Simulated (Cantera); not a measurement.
A jet of 3.31 % H2, 9.49 % O2, 87.2 % N2 at 300 K and 0.0830 bar hits a platinum plate 3.2 cm away at a mass flux of 0.068 kg/m²/s; the plate temperature is set and raised in steps from an oxygen-covered start.

Computed with Cantera and Deutschmann's 1995 Pt surface mechanism with GRI-Mech 3.0 gas chemistry. Catalytic surfaces can have several steady states; this one follows from the mechanism file's or the stated starting coverage.

x: mole fraction at the wall; θ: surface coverage.

| plate T (K) | wall x H2 | wall x O2 | wall x H2O | wall x OH | θ free Pt | θ O* | θ OH* |
|---|---|---|---|---|---|---|---|
| 600 | 0.00315 | 0.0628 | 0.0582 | <1e-8 | 0.0823 | 0.909 | 0.00828 |
| 650 | 0.00314 | 0.0629 | 0.0579 | <1e-8 | 0.0864 | 0.908 | 0.00555 |
| 700 | 0.00308 | 0.0629 | 0.0577 | <1e-8 | 0.0920 | 0.904 | 0.00395 |
| 750 | … | 0.0627 | 0.0578 | <1e-8 | 0.105 | 0.892 | 0.00304 |
| 800 | … | 0.0622 | 0.0585 | <1e-8 | 0.135 | 0.863 | 0.00256 |
| 850 | … | 0.0617 | 0.0593 | 1.53e-8 | 0.182 | 0.815 | 0.00226 |
| 900 | … | 0.0614 | 0.0597 | 4.83e-8 | 0.241 | 0.757 | 0.00201 |
| 950 | … | 0.0612 | 0.0600 | 1.34e-7 | 0.307 | 0.691 | 0.00177 |

Task: What belongs in the gaps?

Result: 
- 750, wall x H2: 0.00283
- 800, wall x H2: 0.00232
- 850, wall x H2: 0.00181
- 900, wall x H2: 0.00143
- 950, wall x H2: 0.00117
